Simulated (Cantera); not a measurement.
# Catalytic stagnation flow on Pt

A jet of CH4 : O2 : N2 = 0.014 : 0.061 : 0.79 (molar parts), equivalence ratio 0.46 at 300 K and 58.5 Torr hits a platinum plate 5.3 cm away at a mass flux of 0.02 kg/m²/s; the plate temperature is set and raised in steps from an oxygen-covered start.

Model: Deutschmann's 1995 Pt surface mechanism with GRI-Mech 3.0 gas chemistry, integrated in Cantera. Catalytic surfaces can have several steady states; this one follows from the mechanism file's or the stated starting coverage.

```tsv
plate T (K)	wall x CH4	wall x O2	wall x H2O	wall x OH	wall x CO	wall x CO2	θ free Pt	θ O*	θ OH*
950	0.00506	0.0470	0.0207	7.70e-8	3.05e-6	0.0136	0.322	0.677	0.00102
1000	0.00364	0.0440	0.0232	2.02e-7	2.99e-6	0.0153	0.397	0.602	0.000940
1050	0.00273	0.0421	0.0249	4.73e-7	3.03e-6	0.0164	0.470	0.529	0.000839
1100	0.00214	0.0409	0.0259	1.01e-6	3.16e-6	0.0171	0.540	0.459	0.000733
1150	0.00174	0.0401	0.0265	1.99e-6	3.42e-6	0.0175	0.605	0.394	0.000633
1200	0.00146	0.0396	0.0270	3.68e-6	3.83e-6	0.0178	0.665	0.335	0.000541
1250	0.00126	0.0393	0.0272	6.39e-6	4.42e-6	0.0179	0.719	0.281	0.000460
1300	0.00111	0.0392	0.0274	1.06e-5	5.37e-6	0.0178	0.766	0.233	0.000389
```
x: mole fraction at the wall; θ: surface coverage.
